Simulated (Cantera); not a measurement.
Stirred combustor or abatement burner

A perfectly stirred reactor is fed with 4.42 % CH4, 20.1 % O2, 75.5 % N2, equivalence ratio 0.44, at 0.490 bar; it is adiabatic with a 325 K inlet, and is followed from long to short residence time, starting on the burning branch (τ in s: 0.088, 0.032, 0.011, 0.0041, 0.0015, 0.00053, 0.00019, 6.8e-05, 2.4e-05, 8.8e-06).

Model: GRI-Mech 3.0 (53 species, 325 reactions), integrated in Cantera.

```json
[
 {"τ (s)": "0.088", "T (K)": "1372", "x CH4": "6.49e-5", "x O2": "0.113", "x H2": "8.40e-5", "x HO2": "6.73e-6", "x HCN": "4.50e-10"},
 {"τ (s)": "0.032", "T (K)": "1362", "x CH4": "0.000128", "x O2": "0.113", "x H2": "0.000170", "x HO2": "1.18e-5", "x HCN": "6.72e-10"},
 {"τ (s)": "0.011", "T (K)": "1339", "x CH4": "0.000284", "x O2": "0.114", "x H2": "0.000366", "x HO2": "2.08e-5", "x HCN": "1.37e-9"},
 {"τ (s)": "0.0041", "T (K)": "1283", "x CH4": "0.000824", "x O2": "0.118", "x H2": "0.000865", "x HO2": "3.91e-5", "x HCN": "2.94e-9"},
 {"τ (s)": "0.0015", "T (K)": "325", "x CH4": "0.0442", "x O2": "0.201", "x H2": "<1e-12", "x HO2": "<1e-12", "x HCN": "<1e-12"},
 {"τ (s)": "0.00053", "T (K)": "325", "x CH4": "0.0442", "x O2": "0.201", "x H2": "<1e-12", "x HO2": "<1e-12", "x HCN": "<1e-12"},
 {"τ (s)": "0.00019", "T (K)": "325", "x CH4": "0.0442", "x O2": "0.201", "x H2": "<1e-12", "x HO2": "<1e-12", "x HCN": "<1e-12"},
 {"τ (s)": "6.8e-5", "T (K)": "325", "x CH4": "0.0442", "x O2": "0.201", "x H2": "<1e-12", "x HO2": "<1e-12", "x HCN": "<1e-12"},
 {"τ (s)": "2.4e-5", "T (K)": "325", "x CH4": "0.0442", "x O2": "0.201", "x H2": "<1e-12", "x HO2": "<1e-12", "x HCN": "<1e-12"},
 {"τ (s)": "8.8e-6", "T (K)": "325", "x CH4": "0.0442", "x O2": "0.201", "x H2": "<1e-12", "x HO2": "<1e-12", "x HCN": "<1e-12"}
]
```
x: mole fraction; the columns are a selection and need not sum to one.
